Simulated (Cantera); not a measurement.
**Ignition delay**

Mixture: CH₄ : O₂ : N₂ : CO₂ = 1 : 4 : 15 : 3 (molar parts), equivalence ratio 0.50, at 8.70 bar, adiabatic and at constant volume. Ignition delay is the time to a rise of 400 K.

Model: GRI-Mech 3.0 (53 species, 325 reactions), integrated in Cantera.

```csv
T0 (K),delay (ms)
1275,1.91
1375,0.646
1475,0.242
1575,0.0990
1675,0.0444
1775,0.0219
```

| Quantity | Value |
|---|---|
| apparent activation energy between 1575 and 1775 K | 180 kJ/mol |
